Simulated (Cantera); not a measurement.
# Low-pressure radical oxidation in H2/O2

An isothermal, constant-pressure homogeneous reactor starts with 10.7 % H2, 89.2 % O2, 0.107 % N2, at 900 K and 0.00681 atm.

Model: GRI-Mech 3.0 (53 species, 325 reactions), integrated in Cantera. Radical loss at walls, strong at low pressure, is not modelled. Below about 950 K walls govern HO2 and H2O2 in real vessels. The temperature is held fixed by assumption; the heat of reaction is taken as removed at once.

```csv
t (s),x H2,x O2,x H2O,x OH,x HO2,x H
9.00e-6,0.107,0.892,<1e-12,<1e-12,<1e-12,<1e-12
4.93e-5,0.107,0.892,<1e-12,<1e-12,1.13e-12,1.09e-12
0.000270,0.107,0.892,<1e-12,<1e-12,6.20e-12,5.66e-12
0.00148,0.107,0.892,5.66e-11,1.22e-11,3.50e-11,5.53e-11
0.00811,0.107,0.892,3.75e-7,5.10e-8,6.68e-9,2.15e-7
0.0444,0.00244,0.873,0.104,0.00141,7.94e-6,0.00876
0.243,6.26e-5,0.886,0.113,0.000126,2.04e-6,1.78e-5
1.33,2.06e-6,0.886,0.113,2.39e-5,1.82e-7,1.20e-7
7.30,6.94e-8,0.886,0.113,6.57e-6,1.66e-8,2.41e-9
40.0,5.67e-9,0.886,0.113,2.29e-6,2.21e-9,1.03e-10
```
x: mole fraction; the columns are a selection and need not sum to one.

Equilibrium at this temperature and pressure: H2 4.66e-12, O2 0.886, H2O 0.113, OH 6.96e-8, HO2 1.42e-10, H <1e-12 (gas phase only).
